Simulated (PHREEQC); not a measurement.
Solution (71 °C): 0.0065 mol CdSO4 per kg of water. Closed to the air; pH follows from the charge balance.

Equilibrium calculation in PHREEQC: ion-association model, phreeqc.dat.

Each row changes one thing in this solution. Precipitation was switched off in this run.

```tsv
case	pH	ionic strength (mol/kgw)	Cd+2 (mol/kgw)	SO4-2 (mol/kgw)	CdSO4 (mol/kgw)	Cd(SO4)2-2 (mol/kgw)
as made	5.81	0.0171	0.00428	0.00420	0.00214	7.88e-5
CdSO4 from 0.0065 to 0.00065 mol/kgw	6.05	0.00229	0.000573	0.000573	7.61e-5	3.76e-7
CdSO4 from 0.0065 to 0.0325 mol/kgw	5.68	0.0675	0.0169	0.0150	0.0138	0.00185
CdSO4 from 0.0065 to 0.00975 mol/kgw	5.78	0.0241	0.00602	0.00584	0.00354	0.000182
CdSO4 from 0.0065 to 0.00325 mol/kgw	5.87	0.00950	0.00237	0.00236	0.000856	1.76e-5
temperature from 71 to 55 °C	5.97	0.0173	0.00432	0.00424	0.00209	8.38e-5
```

At this temperature some constants are extrapolated from 25 °C, and those without enthalpy data are left unchanged.
